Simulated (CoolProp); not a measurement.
The numbers come from the reference Helmholtz-energy equation of state, Lemmon 2006 in CoolProp. It is a short technical equation, of lower accuracy than the large ones.

For n-decane, give the phase and the density (kg/m³), cv (kJ/(kg K)), viscosity (µPa s), Prandtl number at 620 K and 6.23 MPa.


- 620 K and 6.23 MPa: supercritical; density 443, cv 2.97, viscosity 76.2, Prandtl number 3.36

Viscosity comes from a separate model (Huber 2004). Thermal conductivity comes from a separate model (Huber 2005).
